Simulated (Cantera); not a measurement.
What does this Cantera script print?

```python
import numpy as np
import cantera as ct

gas = ct.Solution("gri30.yaml")
gas.TPX = 425, 500000, {'CH4': 1, 'C2H6': 0.12, 'C3H8': 1.4, 'O2': 6.28, 'N2': 23.6, 'H2O': 0.15}
inlet = ct.Reservoir(gas, clone=True)
gas.equilibrate("HP")  # start burning
reactor = ct.IdealGasConstPressureReactor(gas, energy="on", clone=False)
exhaust = ct.Reservoir(gas, clone=True)
tau = [0.47, 0.11, 0.025, 0.0059, 0.0014, 0.00032, 7.4e-05, 1.7e-05, 4e-06][0]
for a, b in ((inlet, reactor), (reactor, exhaust)):
    ct.MassFlowController(a, b, mdot=lambda t: reactor.mass / tau)
net = ct.ReactorNet([reactor])
show = ['CH4', 'C2H6', 'C3H8', 'CH3', 'NO', 'NO2']

rows = []
print(f"{'tau/s':>10s}{'T/K':>9s}" + "".join(f"{s:>11s}" for s in show))
for tau in [0.47, 0.11, 0.025, 0.0059, 0.0014, 0.00032, 7.4e-05, 1.7e-05, 4e-06]:
    net.initial_time = 0.0
    net.advance(30 * tau)
    before = gas.X
    net.advance(40 * tau)
    drift = np.max(np.abs(gas.X - before) / (gas.X + 1e-9))
    rows.append([gas.T, *gas[show].X, drift])
    print(f"{tau:10.3e}{gas.T:9.1f}" + "".join(f"{x:11.3e}" for x in gas[show].X))
```

Result:

```
     tau/s      T/K        CH4       C2H6       C3H8        CH3         NO        NO2
 4.700e-01   2041.1  1.362e-04  1.138e-08  4.495e-08  1.139e-05  2.956e-05  1.046e-10
 1.100e-01   2042.4  4.400e-04  7.958e-08  1.864e-07  4.007e-05  4.721e-05  2.186e-10
 2.500e-02   2044.9  1.119e-03  5.374e-07  7.763e-07  1.195e-04  5.761e-05  4.832e-10
 5.900e-03   2044.2  1.997e-03  2.543e-06  3.022e-06  2.782e-04  5.377e-05  1.040e-09
 1.400e-03   2029.7  2.830e-03  9.669e-06  1.155e-05  5.520e-04  4.245e-05  2.150e-09
 3.200e-04   1973.4  4.056e-03  4.158e-05  5.124e-05  1.021e-03  2.138e-05  3.829e-09
 7.400e-05    425.0  3.072e-02  3.687e-03  4.301e-02 -7.695e-21 -4.965e-20 -1.173e-19
 1.700e-05    425.0  3.072e-02  3.687e-03  4.301e-02 -1.562e-24 -1.015e-23 -2.398e-23
 4.000e-06    425.0  3.072e-02  3.687e-03  4.301e-02 -9.608e-26 -6.413e-25 -1.515e-24
```

Model: GRI-Mech 3.0 (53 species, 325 reactions), integrated in Cantera. GRI-Mech 3.0 was tuned for natural gas; its chemistry of propane as a main component is partial and can be far from experiment.
